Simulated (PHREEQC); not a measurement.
0.022 g of hydrous ferric oxide (600 m²/g; 0.2 weak and 0.005 strong sites per Fe, Dzombak-Morel constants, diffuse double layer) in 1 kg of water with 0.001 mol/kgw of an inert sodium salt and 3.2e-07 mol ZnCl2 and 5.7e-07 mol CaCl2, at 25 °C; the pH is set by adding NaOH or the inert anion's acid. O2 is buffered at 0.21 atm. The system is closed to CO2. Precipitation was switched off in this run.

Equilibrium calculation in PHREEQC: ion-association model, wateq4f.dat.

```
pH    Zn sorbed (%)  Ca sorbed (%)  surface charge σ (C/m²)  surface potential ψ (mV)
----  -------------  -------------  -----------------------  ------------------------
4               0.0            0.0                    0.117                       210
4.38            0.0            0.0                    0.086                       196
4.75            0.0            0.0                    0.063                       180
5.12            0.2            0.0                    0.045                       164
5.5             0.9            0.0                    0.031                         …
5.88            4.5            0.0                    0.021                       126
6.25           18.7            0.0                    0.014                       106
6.62           52.1            0.0                    0.009                        86
7              84.4            0.0                    0.006                        64
7.38           96.6            0.2                    0.003                        43
7.75           99.3            1.2                    0.002                        22
8.12              …            5.8                    0.000                         0
8.5            99.9           23.2                   -0.002                       -21
8.88          100.0              …                   -0.003                       -42
9.25          100.0           84.6                   -0.006                       -63
9.62           99.9              …                   -0.009                       -84
10             99.9           99.2                   -0.015                      -104
```

Problem. Fill in the missing entries.

Solution. 
- 5.5, surface potential ψ (mV): 145
- 8.12, Zn sorbed (%): 99.8
- 8.88, Ca sorbed (%): 56.6
- 9.62, Ca sorbed (%): 96.3
